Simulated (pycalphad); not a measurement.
CALPHAD calculation (pycalphad, COST 507 light-alloy database (1999)), 1 atm. The data set is of 1999 and partly superseded. Amounts are mole fractions of atoms.

Task: Give the equilibrium state of Hf-2.855C (wt.%) at 2000 K.

Result: fcc, fraction 0.823, with 3.5 C wt.%; hcp, fraction 0.177, with 0.53 C wt.%.

Task: Give the equilibrium state of Hf-2.855C (wt.%) at 2800 K.

Result: fcc, fraction 0.862, with 3.4 C wt.%; liquid, fraction 0.138, with 0.51 C wt.%.

The fcc model also describes the rock-salt carbide or nitride (TiC, TiN, HfC).
